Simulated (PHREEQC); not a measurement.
Dissolve 19 mmol/kgw NH4HS at 25 °C. Closed to the air; pH follows from the charge balance.

The numbers come from PHREEQC with the ion-association model, wateq4f.dat.

```
Quantity                  Result
----------------  --------------
pH                          8.09
ionic strength    0.0179 mol/kgw
total alkalinity     19.0 meq/kg
```

```csv
species,molality,activity,log γ
NH4+,0.0179,0.0157,-0.057
HS-,0.0179,0.0156,-0.059
H2S,0.00110,0.00111,0.002
NH3,0.00110,0.00110,0.000
OH-,1.41e-6,1.23e-6,-0.059
S-2,3.89e-7,2.32e-7,-0.224
H+,9.08e-9,8.11e-9,-0.049
```

No solid was allowed to form. Complexes and solids missing from the database can't appear. The polysulfide entries of wateq4f.dat were taken out for this run.
